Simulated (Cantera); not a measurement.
What does this Cantera script print?

```python
import numpy as np
import cantera as ct

gas = ct.Solution("gri30.yaml")


def delay(T, t_max=10):
    gas.TPX = T, 101325, {'CO': 1, 'H2': 0.38, 'O2': 0.363, 'N2': 1.37}
    reactor = ct.IdealGasReactor(gas, clone=False)
    net = ct.ReactorNet([reactor])
    net.rtol, net.atol = 1e-8, 1e-16
    while net.time < t_max:
        t_old, T_old = net.time, reactor.T
        net.step()
        if reactor.T > T + 400:  # ignition: a rise of 400 K
            return t_old + (T + 400 - T_old) / (reactor.T - T_old) * (net.time - t_old)
    return np.nan


taus = []
for T in [1075, 1175, 1275, 1375, 1475, 1575, 1675, 1775, 1875, 1975]:
    taus.append(delay(T))
    print(f"T0 = {T:6g} K   tau = {taus[-1]:.4e} s")
```

Output:

```
T0 =   1075 K   tau = 1.4724e-04 s
T0 =   1175 K   tau = 7.3498e-05 s
T0 =   1275 K   tau = 4.6219e-05 s
T0 =   1375 K   tau = 3.3167e-05 s
T0 =   1475 K   tau = 2.6275e-05 s
T0 =   1575 K   tau = 2.2654e-05 s
T0 =   1675 K   tau = 2.1147e-05 s
T0 =   1775 K   tau = 2.1247e-05 s
T0 =   1875 K   tau = 2.2580e-05 s
T0 =   1975 K   tau = 2.4835e-05 s
```

Computed with Cantera and GRI-Mech 3.0 (53 species, 325 reactions). Where the delays flatten at high temperature, the 400 K rule measures the pace of heat release, not the induction time.
